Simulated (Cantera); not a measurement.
Charge: 1 mol BF₃, 0.79 mol O₂, 2.2 mol N₂, at 0.133 bar.

These are equilibrium values from Cantera (NASA tables, ideal gas, pure condensed phases), not measurements of a reactor. Candidate condensed phases: B, BN, B₂O₃; 31 gas species. Equilibrium is a limit: real reactors are often held back by kinetics, nucleation or transport. All values below are at 1750 K.

Base state: N₂ 0.550, BF₃ 0.250, O₂ 0.196, NO 0.00282, F 0.000589, BOF 0.000282, O 9.08e-5, BOF₂ 2.47e-5 (mole fractions); condensed: gas only.

Question: What changes in the equilibrium state with this change: BF₃ replaced by borazine?

Answer: 
| species | before | after |
|---|---|---|
| H₂ | 0 | 0.494 |
| N₂ | 0.550 | 0.462 |
| HBO₂ | 0 | 0.0161 |
| BF₃ | 0.250 | 0 |
| O₂ | 0.196 | <1e-9 |
| B₂O₃ | <1e-9 | 0.0126 |
| HBO | 0 | 0.0119 |
| NO | 0.00282 | 1.48e-9 |
| H₂O | 0 | 0.00137 |
| B₂O₂ | <1e-9 | 0.00120 |
| F | 0.000589 | 0 |
| H | 0 | 0.000448 |
| BN(s), mol | 0 | 1.96 |
| B₂O₃(l), mol | 0 | 0.358 |
The feed counts by its element totals alone. Mutual solubility and eutectic melting of coexisting phases are not modelled. Further candidate phases: B₃O₃H₃, H₂O.
